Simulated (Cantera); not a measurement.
A perfectly stirred reactor is fed with CH₃OH : O₂ : N₂ = 1 : 2.38 : 8.95 (molar parts), equivalence ratio 0.63, at 570000 Pa; it is adiabatic with a 498 K inlet, and is followed from long to short residence time, starting on the burning branch (τ in s: 0.075, 0.035, 0.017, 0.0078, 0.0037, 0.0017, 0.00081, 0.00038, 0.00018, 8.5e-05, 4e-05, 1.9e-05).

Cantera simulation using GRI-Mech 3.0 (53 species, 325 reactions); the numbers are that mechanism's predictions, not measurements. GRI-Mech 3.0 was tuned for natural gas; its chemistry of methanol as a main component is partial and can be far from experiment.

**Question.** Predict: blow-out, bracketed by the residence times tried; x(CH₃OH) at τ = 75.0 ms; x(O₂) at τ = 75.0 ms; x(CO) at τ = 75.0 ms; x(HCO) at τ = 75.0 ms; x(CH₃OH) at τ = 0.810 ms; x(O₂) at τ = 0.810 ms; x(CO) at τ = 0.810 ms; x(CH₂) at τ = 0.810 ms; x(HCO) at τ = 0.810 ms.

**Answer.** 
- blow-out, bracketed by the residence times tried = burning at 85.0 µs, out at 40.0 µs
- x(CH₃OH) at τ = 75.0 ms = 1.25e-6
- x(O₂) at τ = 75.0 ms = 0.0684
- x(CO) at τ = 75.0 ms = 0.000180
- x(HCO) at τ = 75.0 ms = 8.50e-9
- x(CH₃OH) at τ = 0.810 ms = 3.94e-5
- x(O₂) at τ = 0.810 ms = 0.0696
- x(CO) at τ = 0.810 ms = 0.00323
- x(CH₂) at τ = 0.810 ms = 2.40e-8
- x(HCO) at τ = 0.810 ms = 7.97e-7
